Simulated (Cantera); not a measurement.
A closed system holds: 1 mol MgO, 2.1 mol CO, 20 mol H2, equilibrated at 1173.15 K and 263 Torr.

Equilibrium computed with Cantera from the NASA thermochemical tables; the gas is ideal and each condensed phase is pure. Candidate condensed phases: C, C6H6, C7H8, C8H18, H2O, Mg, MgCO3, MgO, Mg(OH)2; 116 gas species. The numbers say what is thermodynamically allowed, not how fast it happens.

What is the equilibrium state?


| Property | Result |
|---|---|
| x(H2) | 0.902 |
| x(CO) | 0.0928 |
| x(CH4) | 0.00249 |
| x(H2O) | 0.00231 |
| x(CO2) | 0.000186 |
| n(MgO(s)) | 1.00 mol |
| gas amount | 21.99 mol |
| log10 activity of C(graphite) (absent) | -0.35 |
| log10 activity of Mg(l) (absent) | -10.33 |
